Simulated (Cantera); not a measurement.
A closed system holds: 1 mol CH₂F₂, 0.78 mol Si, 0.099 mol H₂, equilibrated at 1000 K and 550 Pa.

Equilibrium computed with Cantera from the NASA thermochemical tables; the gas is ideal and each condensed phase is pure. Candidate condensed phases: C, C₆H₆, C₇H₈, C₈H₁₈, Si, SiC; 113 gas species. The tables' values for SiF₃ are old estimates; treat these amounts as uncertain. Kinetics and transport are ignored.

Task: What is the equilibrium state?

Result: 
```
Item                                 Result
--------------------------------  ---------
x(H₂)                                 0.686
x(SiF₄)                               0.312
x(SiHF₃)                            0.00134
x(HF)                              0.000345
x(CH₄)                             0.000247
x(SiF₃)                            0.000136
x(SiH₂F₂)                           3.04e-6
n(C(graphite))                    0.720 mol
n(SiC(s))                         0.280 mol
gas amount                        1.598 mol
log10 activity of Si(s) (absent)      -3.41
```
